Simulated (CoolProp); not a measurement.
Vapour-liquid equilibrium of ethane (1) + n-butane (2) at 93.7 kPa; x and y are mole fractions of (1).

Values from CoolProp's multi-fluid Helmholtz-energy mixture model, Bücker 2006 and Bücker 2006; pair parameters Kunz 2012.

**Question.** Give the bubble temperature and the first vapour's composition at x = 0.275, 0.35, 0.875. Is there an azeotrope?

**Answer.** x = 0.275: 210.1 K, y = 0.967; x = 0.35: 204.3 K, y = 0.980; x = 0.875: 185.6 K, y = 0.999. No azeotrope shows between x = 0.05 and 0.95.

The pair parameters rest on a limited set of measurements; away from them the model extrapolates. The gap from Raoult's law changes sign with composition, which may be real or a fault of the pair parameters; it wasn't checked against measurements.
